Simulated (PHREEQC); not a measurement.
## Buffer (model solution)

A solution holds 0.002 mol/kgw NH4Cl, 0.00099 mol/kgw Na2CO3 and 0.034 mol/kgw LiCl, at 20 °C. Closed to the air; pH follows from the charge balance.

Model: ion-association model, phreeqc.dat, run in PHREEQC.

No solid was allowed to form.

Q: What pH does the model give?

A: pH 9.35.

Q: In which forms is N present?

A: NH4+ 58 %, NH3 42 % of the N.
